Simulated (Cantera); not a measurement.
Input (Python, Cantera):

```python
import numpy as np
import cantera as ct

gas = ct.Solution("gri30.yaml")
gas.TPX = 1225, 300000, {'CO': 0.0024, 'O2': 0.0028, 'H2O': 0.078, 'N2': 1}
reactor = ct.IdealGasConstPressureReactor(gas, energy="off", clone=False)
net = ct.ReactorNet([reactor])
net.rtol, net.atol = 1e-08, 1e-18
show = ['CO', 'O2', 'H2O', 'NO2', 'H2', 'CO2']
times = np.geomspace(4e-05, 2, 15)

steps = ct.SolutionArray(gas, extra=["t"])
rows = []
print(f"{'t/s':>10s}{'T/K':>9s}{'P/Pa':>11s}" + "".join(f"{s:>11s}" for s in show))
for t in times:
    while net.time < t:
        t_next = net.step()
        steps.append(gas.state, t=t_next)
    rows.append([np.interp(t, steps.t, y) for y in (steps.T, steps.P, *steps(*show).X.T)])
    print(f"{t:10.3e}{rows[-1][0]:9.1f}{rows[-1][1]:11.4g}" + "".join(f"{x:11.3e}" for x in rows[-1][2:]))
rate = np.gradient(steps.T, steps.t)
print("integrator steps:", len(steps.t))
if steps.T.max() > steps.T[0] + 200:
    print(f"time of steepest temperature rise: {steps.t[rate.argmax()]:.4e} s")
gas.TPX = 1225, 300000, {'CO': 0.0024, 'O2': 0.0028, 'H2O': 0.078, 'N2': 1}
gas.equilibrate("TP")
print(f"equilibrium (TP): T = {gas.T:.1f} K  " + "  ".join(f"{s} {gas[s].X[0]:.3e}" for s in show))
```

It prints:

```
       t/s      T/K       P/Pa         CO         O2        H2O        NO2         H2        CO2
 4.000e-05   1225.0      3e+05  2.216e-03  2.585e-03  7.201e-02  2.038e-27  5.731e-12  6.879e-11
 8.664e-05   1225.0      3e+05  2.216e-03  2.585e-03  7.201e-02  3.651e-26  4.968e-11  2.248e-10
 1.876e-04   1225.0      3e+05  2.216e-03  2.585e-03  7.201e-02  8.324e-25  3.548e-10  9.326e-10
 4.064e-04   1225.0      3e+05  2.216e-03  2.585e-03  7.201e-02  2.953e-23  2.481e-09  5.030e-09
 8.803e-04   1225.0      3e+05  2.216e-03  2.585e-03  7.201e-02  2.690e-21  2.455e-08  4.455e-08
 1.907e-03   1225.0      3e+05  2.214e-03  2.584e-03  7.201e-02  6.109e-18  8.894e-07  1.568e-06
 4.130e-03   1225.0      3e+05  1.902e-03  2.489e-03  7.186e-02  7.694e-13  1.376e-04  3.137e-04
 8.944e-03   1225.0      3e+05  4.900e-04  1.795e-03  7.189e-02  2.105e-11  1.601e-04  1.727e-03
 1.937e-02   1225.0      3e+05  1.053e-04  1.552e-03  7.203e-02  7.287e-11  4.867e-05  2.113e-03
 4.196e-02   1225.0      3e+05  2.231e-05  1.494e-03  7.207e-02  1.286e-10  1.247e-05  2.196e-03
 9.088e-02   1225.0      3e+05  3.383e-06  1.481e-03  7.208e-02  1.084e-10  2.285e-06  2.215e-03
 1.968e-01   1225.0      3e+05  3.063e-07  1.478e-03  7.209e-02  4.012e-11  3.145e-07  2.218e-03
 4.263e-01   1225.0      3e+05  1.590e-08  1.478e-03  7.209e-02  1.393e-11  6.052e-08  2.218e-03
 9.234e-01   1225.0      3e+05  1.586e-09  1.478e-03  7.209e-02  9.868e-12  2.966e-08  2.218e-03
 2.000e+00   1225.0      3e+05  1.096e-09  1.479e-03  7.209e-02  9.501e-12  2.401e-08  2.218e-03
integrator steps: 1161
equilibrium (TP): T = 1225.0 K  CO 1.045e-09  O2 1.468e-03  H2O 7.209e-02  NO2 4.654e-08  H2 2.313e-08  CO2 2.218e-03
```

Computed with Cantera and GRI-Mech 3.0 (53 species, 325 reactions).
